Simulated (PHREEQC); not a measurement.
PHREEQC input (ion-association model, phreeqc.dat):

```
SOLUTION 0
  temp 25
  units mmol/kgw
  pH 7 charge
  Cl 8.21
  Li 8.2
  O(0) 1 O2(g) -0.68
SOLUTION 1-40
  temp 25
  units mmol/kgw
  pH 7 charge
  Br 63
  K 63
  Cl 1.37
  Ca 0.68
  O(0) 1 O2(g) -0.68
END
EXCHANGE 1-40
  X 0.02
  -equilibrate 1
END
SELECTED_OUTPUT 1
  -reset false
  -pH true
  -pe true
  -ionic_strength true
  -water true
  -step true
  -totals Br Ca Cl K Li
  -molalities KX CaX2 LiX
  -saturation_indices Sylvite
PRINT
  -reset false
TRANSPORT
  -cells 40
  -shifts 279
  -lengths 0.0125
  -time_step 300
  -dispersivities 0.018
  -boundary_conditions flux flux
  -correct_disp true
  -punch_cells 40
  -punch_frequency 9
END
```

Selected output (columns that matter, 14 of 32 rows; pore volumes added in front):

```
pore volumes	pH	mu	Br	Ca	Cl	K	Li	m_KX	m_CaX2	m_LiX	si_Sylvite
0	5.0741	0.06505	0.063	0.00068	0.00137	0.063	0	0.019206	0.00039687	0	-5.1622
0.4625	5.0741	0.064928	0.062866	0.00067738	0.0013845	0.062877	8.2968e-06	0.019206	0.00039687	4.2058e-07	-5.1583
1.1375	5.0537	0.023379	0.016925	8.1287e-05	0.0063724	0.020691	0.0024343	0.018791	0.00042103	0.0003669	-4.9115
1.5875	5.0392	0.0099074	0.0018927	1.0256e-05	0.0080045	0.0069761	0.0028906	0.017918	0.0004249	0.0012322	-5.2437
2.2625	5.0365	0.0082437	3.3444e-05	3.9356e-06	0.0082064	0.0039104	0.0043115	0.01619	0.00042365	0.0029625	-5.4771
2.7125	5.0364	0.0082145	1.8286e-06	2.8967e-06	0.0082098	0.0031327	0.0050631	0.015103	0.00042281	0.004051	-5.5731
3.1625	5.0364	0.0082124	9.2053e-08	2.2826e-06	0.00821	0.0026017	0.0055939	0.014118	0.0004221	0.0050377	-5.6537
3.8375	5.0364	0.0082117	9.5582e-10	1.7269e-06	0.00821	0.0020544	0.0061421	0.012804	0.00042125	0.0063531	-5.7563
4.2875	5.0364	0.0082115	4.4064e-11	1.4859e-06	0.00821	0.0017895	0.0064075	0.012017	0.00042078	0.007141	-5.8162
4.7375	5.0364	0.0082113	2.0013e-12	1.3048e-06	0.00821	0.001576	0.0066214	0.011288	0.00042038	0.0078709	-5.8714
5.4125	5.0364	0.0082111	1.9041e-14	1.1052e-06	0.00821	0.0013224	0.0068754	0.010285	0.00041986	0.0088749	-5.9476
5.8625	5.0364	0.008211	8.4888e-16	1.0042e-06	0.00821	0.0011853	0.0070127	0.0096682	0.00041955	0.0094926	-5.9951
6.5375	5.0364	0.0082109	7.941e-18	8.8511e-07	0.00821	0.0010143	0.0071839	0.0088083	0.00041916	0.010353	-6.0628
6.9875	5.0364	0.0082108	3.5162e-19	8.2143e-07	0.00821	0.00091812	0.0072802	0.0082739	0.00041892	0.010888	-6.1061
```
